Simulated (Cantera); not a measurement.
An isothermal, constant-pressure homogeneous reactor starts with CH4 : O2 : N2 : H2O = 0.0065 : 0.003 : 1 : 0.0015 (molar parts), equivalence ratio 4.3, at 1475 K and 0.987 atm.

Detailed kinetics in Cantera: GRI-Mech 3.0 (53 species, 325 reactions).

x: mole fraction; the columns are a selection and need not sum to one.

```tsv
t (s)	x CH4	x O2	x H2O2	x C2H	x CH2
0.000400	0.00643	0.00297	4.98e-11	<1e-12	2.30e-12
0.00111	0.00643	0.00297	6.64e-11	<1e-12	1.32e-11
0.00310	0.00642	0.00297	5.33e-11	<1e-12	7.45e-11
0.00862	0.00639	0.00296	5.78e-11	<1e-12	3.19e-10
0.0240	0.00624	0.00291	1.14e-10	<1e-12	1.48e-9
0.0667	0.00513	0.00250	2.15e-10	1.48e-10	1.10e-8
0.186	?	?	5.10e-11	?	?
0.517	0.00153	1.96e-5	2.68e-12	3.97e-10	1.53e-9
1.44	0.00131	2.35e-7	<1e-12	3.49e-10	6.38e-10
4.00	0.000964	<1e-12	<1e-12	3.79e-10	4.82e-10
```

Problem. Fill in the missing entries.

Solution. 
- 0.186, x CH4: 0.00189
- 0.186, x O2: 0.000290
- 0.186, x C2H: 1.01e-9
- 0.186, x CH2: 1.81e-8
